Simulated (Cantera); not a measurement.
# Stirred combustor or abatement burner

A perfectly stirred reactor is fed with 37.7 % H2, 12.5 % O2, 47.1 % N2, 2.68 % H2O, equivalence ratio 1.5, at 750 Torr; it is adiabatic with a 400 K inlet, and is followed from long to short residence time, starting on the burning branch (τ in s: 0.021, 0.012, 0.007, 0.0041, 0.0024, 0.0014, 0.00079, 0.00046, 0.00026, 0.00015, 8.8e-05, 5.1e-05).

Cantera simulation using the H2/O2 subset of GRI-Mech 3.0, which has no nitrogen chemistry; the numbers are that mechanism's predictions, not measurements.

| τ (s) | T (K) | x H2 | x O2 | x H2O | x HO2 | x H2O2 |
|---|---|---|---|---|---|---|
| 0.021 | 2225 | 0.141 | 0.000136 | 0.313 | 9.52e-8 | 2.46e-8 |
| 0.012 | 2208 | 0.140 | 0.000205 | 0.312 | 1.52e-7 | 3.50e-8 |
| 0.0070 | 2188 | 0.139 | 0.000307 | 0.310 | 2.37e-7 | 4.89e-8 |
| 0.0041 | 2162 | 0.138 | 0.000460 | 0.309 | 3.61e-7 | 6.77e-8 |
| 0.0024 | 2129 | 0.137 | 0.000689 | 0.306 | 5.38e-7 | 9.34e-8 |
| 0.0014 | 2087 | 0.136 | 0.00103 | 0.303 | 7.92e-7 | 1.30e-7 |
| 0.00079 | 2033 | 0.134 | 0.00154 | 0.299 | 1.18e-6 | 1.87e-7 |
| 0.00046 | 1971 | 0.132 | 0.00223 | 0.295 | 1.71e-6 | 2.69e-7 |
| 0.00026 | 1894 | 0.129 | 0.00323 | 0.290 | 2.53e-6 | 4.06e-7 |
| 0.00015 | 1809 | 0.127 | 0.00456 | 0.284 | 3.73e-6 | 6.20e-7 |
| 8.8e-5 | 1718 | 0.126 | 0.00635 | 0.278 | 5.55e-6 | 9.42e-7 |
| 5.1e-5 | 1617 | 0.126 | 0.00915 | 0.270 | 8.72e-6 | 1.41e-6 |
x: mole fraction; the columns are a selection and need not sum to one.
